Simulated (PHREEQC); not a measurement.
Consider water at 20 °C with 0.036 mol NaHCO3, 0.077 mol Na2CO3 and 0.058 mol NaCl per kg of water. Closed to the air; pH follows from the charge balance.

Equilibrium calculation in PHREEQC: ion-association model, phreeqc.dat.

### Question
The ionic strength comes out as 0.251 mol/kgw. What activity coefficients do HCO3-, NaCO3-, Na+, CO3-2, Cl- get?

### Answer
HCO3- 0.73, NaCO3- 0.74, Na+ 0.74, CO3-2 0.29, Cl- 0.70.

No solid was allowed to form. Complexes and solids missing from the database can't appear.
